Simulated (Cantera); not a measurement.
An isothermal, constant-pressure homogeneous reactor starts with NO : N2 = 1 : 2.9 (molar parts), at 1900 K and 0.420 bar. Integrator tolerance rtol = 1e-08.

Cantera simulation using GRI-Mech 3.0 (53 species, 325 reactions); the numbers are that mechanism's predictions, not measurements.

Task: What does this change do: N2 2.9 to 5 parts?

Result: 
```csv
quantity,before,after
x(NO) at 20.0 s,0.0234 (gas-phase equilibrium 0.00468),0.0239 (gas-phase equilibrium 0.00386)
x(NO2) at 20.0 s,2.32e-5 (gas-phase equilibrium 4.82e-6),1.86e-5 (gas-phase equilibrium 3.20e-6)
x(N2O) at 20.0 s,3.83e-7 (gas-phase equilibrium 1.81e-7),3.70e-7 (gas-phase equilibrium 1.53e-7)
x(O) at 20.0 s,0.000158 (gas-phase equilibrium 0.000164),0.000124 (gas-phase equilibrium 0.000132)
x(N2) at 20.0 s,0.860 (gas-phase equilibrium 0.869),0.905 (gas-phase equilibrium 0.915)
x(O2) at 20.0 s,0.116 (gas-phase equilibrium 0.126),0.0713 (gas-phase equilibrium 0.0813)
```
